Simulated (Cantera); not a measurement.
A closed system holds: 1 mol PbO, 620 mol H₂, 5.7 mol N₂, at 1000 K and 0.340 bar.

Cantera equilibrium calculation (NASA polynomials, part measured and part estimated; ideal gas, pure solids and liquids). Candidate condensed phases: H₂O, Pb, PbO, PbO₂, Pb₃O₄; 27 gas species. Rates play no part.

Base state: H₂ 0.989, N₂ 0.00910, H₂O 0.00160, Pb 4.76e-5, NH₃ 1.86e-5 (mole fractions); condensed: Pb(l).

Question: What changes in the equilibrium state with this change: temperature from 1000 K to 1475 K?

Answer: 
```
species      before    after
----------  -------  -------
H₂            0.989    0.988
N₂          0.00910  0.00909
H₂O         0.00160  0.00160
Pb          4.76e-5  0.00160
H           3.87e-9  2.21e-5
NH₃         1.86e-5  2.13e-6
Pb(l), mol    0.970        0
```

Question: What changes in the equilibrium state with this change: temperature from 1000 K to 1550 K?

Answer: 
```tsv
species	before	after
H₂	0.989	0.988
N₂	0.00910	0.00909
H₂O	0.00160	0.00160
Pb	4.76e-5	0.00160
H	3.87e-9	5.37e-5
NH₃	1.86e-5	1.70e-6
Pb(l), mol	0.970	0
```

Question: What changes in the equilibrium state with this change: pressure from 0.340 bar to 0.0133 bar?

Answer: 
```tsv
species	before	after
H₂	0.989	0.988
N₂	0.00910	0.00910
H₂O	0.00160	0.00160
Pb	4.76e-5	0.00121
NH₃	1.86e-5	7.27e-7
Pb(l), mol	0.970	0.239
```
